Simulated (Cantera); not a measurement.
Charge: 1 mol SiC, 0.16 mol Si, 0.12 mol H2, at 2273 K and 260000 Pa.

Equilibrium computed with Cantera from the NASA thermochemical tables; the gas is ideal and each condensed phase is pure. Candidate condensed phases: C, C6H6, C7H8, C8H18, Si, SiC; 87 gas species. Mutual solubility and eutectic melting of coexisting phases are not modelled. Gases not in the tables: Si2H6 and higher silanes. Kinetics and transport are ignored.

Base state: H2 0.994, H 0.00519, SiH2 0.000412, Si 0.000281, SiH 0.000174, CH4 7.72e-5, C2H2 (acetylene) 6.64e-5, Si2C 2.10e-5 (mole fractions); condensed: Si(l) + SiC(s).

**Question.** What changes in the equilibrium state with this change: 0.0007 mol O2 added?

**Answer.** 
```json
[
 {"species": "H2", "before": "0.994", "after": "0.982"},
 {"species": "CO", "before": "0", "after": "0.00600"},
 {"species": "SiO", "before": "0", "after": "0.00549"},
 {"species": "CH4", "before": "7.72e-5", "after": "7.54e-5"},
 {"species": "C2H2 (acetylene)", "before": "6.64e-5", "after": "6.56e-5"},
 {"species": "SiH2", "before": "0.000412", "after": "0.000408"},
 {"species": "SiH", "before": "0.000174", "after": "0.000173"},
 {"species": "Si(l), mol", "before": "0.160", "after": "0.160"},
 {"species": "SiC(s), mol", "before": "1.000", "after": "0.999"}
]
```
Further candidate phases: H2O, SiO2.

**Question.** What changes in the equilibrium state with this change: temperature from 2273 K to 2598.15 K?

**Answer.** 
| species | before | after |
|---|---|---|
| H2 | 0.994 | 0.968 |
| H | 0.00519 | 0.0232 |
| Si | 0.000281 | 0.00370 |
| SiC2 | 6.26e-7 | 0.000113 |
| Si2C | 2.10e-5 | 0.000674 |
| Si2 | 5.17e-6 | 0.000113 |
| Si(l), mol | 0.160 | 0.159 |
| SiC(s), mol | 1.000 | 1.000 |
